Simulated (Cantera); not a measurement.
A perfectly stirred reactor is fed with CH4 : H2O : H2 = 1 : 2.6 : 0.087 (molar parts), at 0.510 bar; it is held at 1998 K, and followed from long to short residence time.

Detailed kinetics in Cantera: GRI-Mech 3.0 (53 species, 325 reactions).

```
quantity                 before    after
---------------------  --------  -------
x(CH4) at τ = 15.0 s   0.000138   0.0172
x(H2O) at τ = 15.0 s      0.265    0.310
x(H2) at τ = 15.0 s       0.558    0.514
x(H) at τ = 15.0 s      0.00166  6.84e-5
x(OH) at τ = 15.0 s     7.81e-5  1.73e-6
x(CH4) at τ = 0.240 s   0.00496   0.0880
x(H2O) at τ = 0.240 s     0.279    0.554
x(H2) at τ = 0.240 s      0.543    0.275
x(H) at τ = 0.240 s     0.00160  4.30e-5
x(OH) at τ = 0.240 s    8.19e-5  3.59e-6
```

Task: What was changed between the two runs?
A. CH4 1 to 6.7 parts
B. pressure from 0.510 bar to 1.01 bar
C. temperature 1998 to 2150 K
D. temperature 1998 to 1623 K

Result: D, temperature 1998 to 1623 K
